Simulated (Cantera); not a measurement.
Feed: 1 mol SiCl₄, 0.32 mol NO, equilibrated at 1275 K and 75.0 Torr.

Cantera equilibrium calculation (NASA polynomials, part measured and part estimated; ideal gas, pure solids and liquids). Candidate condensed phases: Si, SiO₂, Si₂N₂O, Si₃N₄; 23 gas species. The tables hold silica as quartz up to 1696 K and as liquid above; real silica turns to tridymite and cristobalite and melts near 1996 K. Equilibrium is a limit: real reactors are often held back by kinetics, nucleation or transport.

Base state: SiCl₄ 0.632, Cl₂ 0.233, N₂ 0.120, Cl 0.0151 (mole fractions); condensed: SiO₂(β-quartz).

**Question.** What changes in the equilibrium state with this change: NO from 0.32 to 4.7 mol?

**Answer.** 
```
species               before     after
-------------------  -------  --------
N₂                     0.120     0.408
Cl₂                    0.233     0.339
O₂                   1.93e-9     0.235
SiCl₄                  0.632   1.10e-8
Cl                    0.0151    0.0182
NO                   1.26e-8  0.000255
ClO                  7.20e-9   9.56e-5
SiO₂(β-quartz), mol    0.160      1.00
```

**Question.** What changes in the equilibrium state with this change: 0.042 mol H₂ added?

**Answer.** 
```tsv
species	before	after
SiCl₄	0.632	0.612
Cl₂	0.233	0.196
N₂	0.120	0.117
HCl	0	0.0612
Cl	0.0151	0.0138
SiO₂(β-quartz), mol	0.160	0.160
```
Further candidate phases: H₂O, NH₄Cl.
